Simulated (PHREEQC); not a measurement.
Solution (25 °C): 6 mmol/kgw Na2B4O7. Closed to the air; pH follows from the charge balance.

Model: ion-association model, phreeqc.dat, run in PHREEQC.

```json
{
  "pH": "9.19",
  "ionic_strength": "0.0120 mol/kgw",
  "total_alkalinity": "12.0 meq/kg"
}
```

| species | molality | activity | log γ |
|---|---|---|---|
| H3BO3 | 0.0120 | 0.0120 | 0.001 |
| Na+ | 0.0120 | 0.0107 | -0.048 |
| H2BO3- | 0.0120 | 0.0107 | -0.049 |
| OH- | 1.75e-5 | 1.56e-5 | -0.050 |

No solid was allowed to form.
